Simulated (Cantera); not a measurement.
# Pyrogenic steam for wet oxidation

An isothermal, constant-pressure homogeneous reactor starts with 24.3 % H2, 28.9 % O2, 46.3 % N2, 0.492 % H2O, at 1275 K and 180 Torr.

Computed with Cantera and GRI-Mech 3.0 (53 species, 325 reactions). The temperature is held fixed by assumption; the heat of reaction is taken as removed at once.

```csv
t (s),x H2,x O2,x HO2,x H2O2,x NO,x H2O
2.00e-6,0.243,0.289,8.88e-9,5.83e-12,<1e-12,0.00492
1.62e-5,0.243,0.289,8.08e-8,3.96e-10,<1e-12,0.00492
0.000131,0.0211,0.186,5.02e-5,4.09e-6,4.54e-6,0.206
0.00106,0.000328,0.191,1.38e-5,1.35e-6,8.14e-6,0.281
0.00861,5.97e-6,0.191,5.17e-7,1.16e-7,8.11e-6,0.282
0.0697,4.08e-7,0.191,5.32e-8,1.35e-8,8.15e-6,0.282
0.565,8.02e-8,0.191,3.19e-8,2.99e-9,8.14e-6,0.282
4.57,7.33e-8,0.191,3.22e-8,2.73e-9,8.14e-6,0.282
37.0,7.32e-8,0.191,3.22e-8,2.73e-9,8.14e-6,0.282
300,7.32e-8,0.191,3.22e-8,2.73e-9,8.14e-6,0.282
```
x: mole fraction; the columns are a selection and need not sum to one.

Equilibrium at this temperature and pressure: H2 7.33e-8, O2 0.191, HO2 3.22e-8, H2O2 2.72e-9, NO 0.000263, H2O 0.282 (gas phase only).
